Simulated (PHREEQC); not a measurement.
Solution (60 °C): 0.0087 mol/kgw CdSO4, 0.011 mol/kgw H3BO3 and 0.017 mol/kgw HCl. Closed to the air; pH follows from the charge balance.

Equilibrium calculation in PHREEQC: ion-association model, phreeqc.dat.

This is a speciation only: nothing precipitates in the calculation.

**Question.** What pH does the model give?

**Answer.** pH 1.97.

**Question.** In which forms is Cl present?

**Answer.** Cl- 80 %, CdCl+ 18 %, CdCl2 1.6 % of the Cl.

Constants without temperature data keep their 25 °C values here.
